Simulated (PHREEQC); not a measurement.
Make-up at 25 °C: 0.076 mol/kgw NaHCO3. Closed to the air; pH follows from the charge balance.

Equilibrium calculation in PHREEQC: ion-association model, wateq4f.dat.

| quantity | before | after |
|---|---|---|
| pH | 8.05 | 8.12 |
| NaHCO3 (mol/kgw) | 0.00189 | 0.000537 |
| CO2 (mol/kgw) | 0.00114 | 0.000514 |
| CO3-2 (mol/kgw) | 0.000724 | 0.000379 |
| SI of Nahcolite (NaHCO3) | -1.92 | -2.47 |
| SI of Natron (Na2CO3:10H2O) | -4.67 | -5.42 |

Q: What was changed between the two runs?
A. NaHCO3 from 0.076 to 0.76 mol/kgw
B. diluted 10-fold with water
C. NaHCO3 from 0.076 to 0.038 mol/kgw
D. NaHCO3 from 0.076 to 0.0152 mol/kgw

A: C, NaHCO3 from 0.076 to 0.038 mol/kgw

No solid was allowed to form.
